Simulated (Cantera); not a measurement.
Input: 1 mol Fe₂O₃, 1.7 mol SO₃, 13 mol N₂, 2.3 mol O₂, held at 0.133 bar.

Method: chemical equilibrium by Gibbs-energy minimisation in Cantera with the NASA 1993 tables (ideal gas, pure condensed phases). Candidate condensed phases: Fe, FeO, FeS, FeSO₄, FeS₂, Fe₂O₃, Fe₂(SO₄)₃, Fe₃O₄, S; 19 gas species. Equilibrium is a limit: real reactors are often held back by kinetics, nucleation or transport.

x: gas mole fraction; n: condensed amount in mol.

```json
[
 {"T (°C)": "652", "x N₂": "0.743", "x O₂": "0.160", "x SO₂": "0.0576", "x SO₃": "0.0395", "n Fe₂O₃(s)": "1.00", "n Fe₃O₄(s)": "0"},
 {"T (°C)": "802", "x N₂": "0.732", "x O₂": "0.172", "x SO₂": "[?]", "x SO₃": "[?]", "n Fe₂O₃(s)": "1.00", "n Fe₃O₄(s)": "0"},
 {"T (°C)": "952", "x N₂": "0.729", "x O₂": "0.175", "x SO₂": "0.0924", "x SO₃": "[?]", "n Fe₂O₃(s)": "1.00", "n Fe₃O₄(s)": "0"},
 {"T (°C)": "1102", "x N₂": "0.728", "x O₂": "0.176", "x SO₂": "0.0942", "x SO₃": "0.00108", "n Fe₂O₃(s)": "1.00", "n Fe₃O₄(s)": "0"},
 {"T (°C)": "1252", "x N₂": "0.728", "x O₂": "0.176", "x SO₂": "0.0948", "x SO₃": "0.000478", "n Fe₂O₃(s)": "1.00", "n Fe₃O₄(s)": "0"},
 {"T (°C)": "1402", "x N₂": "0.720", "x O₂": "0.183", "x SO₂": "0.0941", "x SO₃": "0.000247", "n Fe₂O₃(s)": "0", "n Fe₃O₄(s)": "0.667"},
 {"T (°C)": "1552", "x N₂": "0.720", "x O₂": "0.182", "x SO₂": "0.0942", "x SO₃": "0.000142", "n Fe₂O₃(s)": "0", "n Fe₃O₄(s)": "0.667"}
]
```

**Question.** Complete the blanks.

**Answer.** 
- 802, x SO₂: 0.0854
- 802, x SO₃: 0.0103
- 952, x SO₃: 0.00298
